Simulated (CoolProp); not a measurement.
Vapour-liquid equilibrium of C2F6 (R116) (1) + R22 (2) at 0.189 MPa; x and y are mole fractions of (1).

Model: multi-fluid Helmholtz-energy mixture model, Lemmon 2006 and Kamei 1995; pair parameters Bell 2016, in CoolProp.

```
x     bubble temperature (°C)  y at the bubble point  dew temperature at overall composition x (°C)  liquid density (mol/L)
----  -----------------------  ---------------------  ---------------------------------------------  ----------------------
0.05                    -43.3                  0.531                                          -27.8                   15.96
0.15                    -57.0                  0.779                                          -30.5                   15.63
0.25                    -60.9                  0.830                                          -33.3                   15.02
0.35                    -62.2                  0.845                                          -36.5                   14.37
0.45                    -62.7                  0.852                                          -40.1                   13.75
0.55                    -63.0                  0.857                                          -44.1                   13.18
0.65                    -63.5                  0.867                                          -49.0                   12.65
0.75                    -64.1                  0.884                                          -54.9                   12.19
0.85                    -64.8                  0.913                                          -62.5                   11.77
0.95                    -65.4                  0.963                                          -65.3                   11.39
```

No azeotrope shows between x = 0.05 and 0.95.

Pair parameters are fitted to limited data, so mixtures are less certain than the pure fluids. With so large a gap from Raoult's law the liquid may split in two, which this calculation doesn't test in full.
